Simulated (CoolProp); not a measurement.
Vapour-liquid equilibrium of ethylbenzene (1) + o-xylene (2) at 5.82 kPa; x and y are mole fractions of (1).

The numbers come from the multi-fluid Helmholtz-energy mixture model, Zhou 2012 and Zhou 2012; pair parameters Bell 2016 in CoolProp.

Give the bubble temperature and the first vapour's composition at x = 0.25, 0.35, 0.45. Is there an azeotrope?

x = 0.25: 59.4 °C, y = 0.317; x = 0.35: 58.6 °C, y = 0.429; x = 0.45: 57.9 °C, y = 0.532. No azeotrope shows between x = 0.05 and 0.95.

Pair parameters are fitted to limited data, so mixtures are less certain than the pure fluids.
